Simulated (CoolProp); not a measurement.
Vapour-liquid equilibrium of propylene (1) + R22 (2) at 0.00777 MPa; x and y are mole fractions of (1).

Computed with CoolProp (multi-fluid Helmholtz-energy mixture model, Lemmon 2013 and Kamei 1995; pair parameters Bell 2016).

Give the bubble temperature and the first vapour's composition at x = 0.425, 0.5, 0.725. Is there an azeotrope?

x = 0.425: 183.4 K, y = 0.593; x = 0.5: 183.0 K, y = 0.645; x = 0.725: 182.0 K, y = 0.787. No azeotrope shows between x = 0.05 and 0.95.

Pair parameters are fitted to limited data, so mixtures are less certain than the pure fluids.
